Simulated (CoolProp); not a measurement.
Computed with CoolProp (reference Helmholtz-energy equation of state, Lemmon 2006). It is a short technical equation, of lower accuracy than the large ones.

Task: For carbonyl sulfide, give the phase and the cp (kJ/(kg K)), speed of sound (m/s), expansivity (1/kK), fugacity coefficient at 168.05 °C and 3.12 MPa; 197.85 °C and 3.12 MPa.

Result: 
- 168.05 °C and 3.12 MPa: gas; cp 0.897, speed of sound 254, expansivity 3.26, fugacity coefficient 0.901
- 197.85 °C and 3.12 MPa: gas; cp 0.886, speed of sound 266, expansivity 2.84, fugacity coefficient 0.920
